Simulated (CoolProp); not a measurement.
n-dodecane along the isotherm 620 K: fugacity coefficient from the reference equation and from simpler models built on Tc = 658.1 K, pc = 1818 kPa, ω = 0.574; each cubic takes its own stable root.

Model: reference Helmholtz-energy equation of state, Lemmon 2004, in CoolProp. It is a short technical equation, of lower accuracy than the large ones.

```
p (kPa)  phase  reference  van der Waals  Redlich-Kwong  Soave-Redlich-Kwong  Peng-Robinson
-------  -----  ---------  -------------  -------------  -------------------  -------------
101        gas     0.9720         0.9810         0.9776               0.9763         0.9741
202        gas     0.9443         0.9620         0.9554               0.9528         0.9485
303        gas     0.9170         0.9431         0.9333               0.9294         0.9231
404        gas     0.8900         0.9242         0.9113               0.9061         0.8980
505        gas     0.8633         0.9052         0.8895               0.8829         0.8731
606        gas     0.8368         0.8863         0.8677               0.8597         0.8484
707        gas     0.8105         0.8673         0.8459               0.8366         0.8238
808        gas     0.7843         0.8482         0.8242               0.8134         0.7993
909        gas     0.7582         0.8291         0.8024               0.7901         0.7747
```
